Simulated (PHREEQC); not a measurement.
Solution (27 °C): 0.24 mol/kgw H2SO4, 0.03 mol/kgw NiSO4 and 0.00032 mol/kgw Na2SO4. It is in equilibrium with CO2 at log p = 0 (atm). Otherwise closed; pH follows from the charge balance.

The numbers come from PHREEQC with the ion-association model, wateq4f.dat.

No solid was allowed to form.

Q: Order these S species by the share of S that they hold, largest first: NiSO4, SO4-2, HSO4-.

A: HSO4- (84 %), SO4-2 (12 %), NiSO4 (3.2 %)

The pH is 0.71 and the ionic strength 0.350 mol/kgw.
